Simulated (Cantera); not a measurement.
Input: 1 mol V, 0.53 mol NH₃, 20 mol H₂, at 2125 K and 1.33 mbar.

Method: chemical equilibrium by Gibbs-energy minimisation in Cantera with the NASA 1993 tables (ideal gas, pure condensed phases). Candidate condensed phases: V, VN; 11 gas species. Condensed phases not in the tables: V₂N, N, O or C dissolved in the metal. Kinetics and transport are ignored.

Base state: H₂ 0.884, H 0.0935, N₂ 0.0119, V 0.0102 (mole fractions); condensed: V(s).

Question: What changes in the equilibrium state with this change: V replaced by Zr?

Answer: 
| species | before | after |
|---|---|---|
| H₂ | 0.884 | 0.905 |
| H | 0.0935 | 0.0946 |
| Zr | 0 | 1.55e-5 |
| N₂ | 0.0119 | 2.89e-6 |
| V | 0.0102 | 0 |
| V(s), mol | 0.772 | 0 |
| Zr(l), mol | 0 | 0.470 |
| ZrN(s), mol | 0 | 0.530 |
Mutual solubility and eutectic melting of coexisting phases are not modelled. ZrN: taken at fixed stoichiometry. Condensed phases not in the tables: N, O or C dissolved in the metal. Further candidate phases: Zr, ZrN.

Question: What changes in the equilibrium state with this change: temperature from 2125 K to 1400 K?

Answer: 
```
species     before     after
----------  ------  --------
H₂           0.884     1.000
H           0.0935  0.000133
N₂          0.0119   3.11e-5
V           0.0102   3.59e-9
V(s), mol    0.772     0.471
VN(s), mol       0     0.529
```
Mutual solubility and eutectic melting of coexisting phases are not modelled. VN: taken at fixed stoichiometry.
